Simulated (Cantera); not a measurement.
Input (Python, Cantera) and output of one run.

```python
import numpy as np
import cantera as ct

gas_names = """
    B BH BH2 BH3 BN B2 H H2 N NH NH2 NH3 N2 N2H2 N2H4
""".split()
cond_names = """
    B(b) B(L) BN(s)
""".split()


# ... load() reads the species with a 1 bar reference pressure and builds the phases ...
atoms = {
    'B': {'B': 1},
    'NH3': {'N': 1, 'H': 3},
    'N2': {'N': 2},
    'H2': {'H': 2},
}
top_T = {'BN(s)': 3200}  # K; cautious upper limits of use, not melting points


# ... equilibrate(T, P, feed) seeds the gas with the atoms and calls Mixture.equilibrate('TP', solver="vcs", rtol=1e-11, max_steps=5000) ...
results = []
feed = {'B': 1, 'NH3': 0.28, 'N2': 2.1, 'H2': 47}  # mol
T = 1998.15  # K
P = 1300  # Pa
mix = equilibrate(T, P, feed)
results.append((T, P, feed, dict(zip(mix.species_names, mix.species_moles))))
x = sorted(zip(gas.X, gas.species_names), reverse=True)
print(f"T = {T:g} K  P = {P:g} Pa  gas = {mix.phase_moles(0):.4g} mol")
print("   x: " + "  ".join(f"{s} {v:.3e}" for v, s in x if v > 0.0001))
print("   condensed (mol): " + ("  ".join(f"{mix.phase(i).name} {mix.phase_moles(i):.4g}"
      for i in range(1, mix.n_phases) if mix.phase_moles(i) > 1e-12) or "none"))
```

Output:

```
T = 1998.15 K  P = 1300 Pa  gas = 49.51 mol
   x: H2 9.508e-01  N2 3.526e-02  H 1.373e-02  BH2 2.200e-04
   condensed (mol): BN(s) 0.9887
```

Method: chemical equilibrium by Gibbs-energy minimisation in Cantera with the NASA 1993 tables (ideal gas, pure condensed phases). The tables' values for BH2 are old estimates; treat these amounts as uncertain.
